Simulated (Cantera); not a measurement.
A freely propagating, adiabatic, planar premixed flame of CH3OH : O2 : N2 = 1 : 1.92 : 7.5 (molar parts), equivalence ratio 0.78, unburnt at 575 K and 1.00 bar; mixture-averaged transport, grid criteria slope 0.08 and curve 0.16, no radiation.

Cantera simulation using GRI-Mech 3.0 (53 species, 325 reactions); the numbers are that mechanism's predictions, not measurements. GRI-Mech 3.0 was tuned for natural gas; its chemistry of methanol as a main component is partial and can be far from experiment. Burning velocities carry a grid error of a few per cent, more on coarse grids.

How do the results move with these cheaper or finer settings: unity-Lewis-number transport; multicomponent transport; multicomponent+Soret transport; grid criteria slope 0.5, curve 1; grid criteria slope 0.25, curve 0.5; grid criteria slope 0.03, curve 0.06?


| setting | laminar burning velocity | thermal thickness | peak x(H2O2) | peak x(C2H) | grid points |
|---|---|---|---|---|---|
| as above | 80.9 cm/s | 0.363 mm | 0.00109 | <1e-8 | 136 |
| unity-Lewis-number transport | 65.1 cm/s | 0.416 mm | 0.000533 | <1e-8 | 123 |
| multicomponent transport | 81.4 cm/s | 0.368 mm | 0.00109 | <1e-8 | 136 |
| multicomponent+Soret transport | 79.8 cm/s | 0.373 mm | 0.00109 | <1e-8 | 136 |
| grid criteria slope 0.5, curve 1 | 95.1 cm/s | 0.388 mm | 0.00114 | <1e-8 | 36 |
| grid criteria slope 0.25, curve 0.5 | 86.0 cm/s | 0.373 mm | 0.00108 | <1e-8 | 58 |
| grid criteria slope 0.03, curve 0.06 | 78.2 cm/s | 0.362 mm | 0.00108 | <1e-8 | 357 |
The base run took about 30 core-seconds (a rough figure).
Unity Lewis numbers drop preferential diffusion, which matters most where H2 and H carry the flame; Soret adds thermal diffusion.
